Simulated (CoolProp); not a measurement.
Vapour-liquid equilibrium of n-butane (1) + cyclohexane (2) at 17.55 °C; x and y are mole fractions of (1).

Model: multi-fluid Helmholtz-energy mixture model, Bücker 2006 and Zhou 2014; pair parameters Bell 2016, in CoolProp.

```csv
x,"bubble pressure, mixture model (MPa)","bubble pressure, Raoult's law (MPa)","y, mixture model","y, Raoult's law"
0.05,0.01581,0.01833,0.445,0.523
0.15,0.03152,0.03658,0.751,0.786
0.25,0.04972,0.05484,0.862,0.874
0.35,0.06931,0.07309,0.915,0.918
0.45,0.08927,0.09134,0.944,0.945
0.55,0.1089,0.1096,0.962,0.962
0.65,0.1278,0.1278,0.975,0.975
0.75,0.1461,0.1461,0.984,0.984
0.85,0.1640,0.1643,0.991,0.992
0.95,0.1822,0.1826,0.997,0.997
```

The largest gap from Raoult's law is -13.8 % in bubble pressure, at x = 0.15. No azeotrope shows between x = 0.05 and 0.95.

Pair parameters are fitted to limited data, so mixtures are less certain than the pure fluids.
